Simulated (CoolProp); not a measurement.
Properties of carbon monoxide at several states.

The numbers come from the reference Helmholtz-energy equation of state, Lemmon 2006 in CoolProp. It is a short technical equation, of lower accuracy than the large ones.

```csv
T (K),p (kPa),phase,density (kg/m³),isothermal compressibility (1/MPa),expansivity (1/kK),fugacity coefficient
335.9,1870,gas,18.76,0.5344,3.086,0.9993
265.8,17.4,gas,0.2206,57.48,3.765,0.9999
97.3,16800,liquid,(withheld),(withheld),(withheld),(withheld)
192.3,74.6,gas,1.310,13.43,5.241,0.9978
```

Complete the blanks.


- 97.3, density (kg/m³): 771.2
- 97.3, isothermal compressibility (1/MPa): 0.003153
- 97.3, expansivity (1/kK): 4.810
- 97.3, fugacity coefficient: 0.05045
